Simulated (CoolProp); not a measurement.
Computed with CoolProp (reference Helmholtz-energy equation of state, Outcalt 1996). It is a modified Benedict-Webb-Rubin equation, recast in Helmholtz form.

Question: For R152A, give the phase and the cv (kJ/(kg K)), expansivity (1/kK), Prandtl number at 386.5 K and 66.8 bar; 471.6 K and 66.8 bar.

Answer: 
- 386.5 K and 66.8 bar: supercritical; cv 1.32, expansivity 9.88, Prandtl number 2.47
- 471.6 K and 66.8 bar: supercritical; cv 1.37, expansivity 6.14, Prandtl number 0.987

Viscosity comes from a separate model (Bell 2016), an estimate that may be off by 10 % or more. Thermal conductivity comes from a separate model (Krauss 1996).
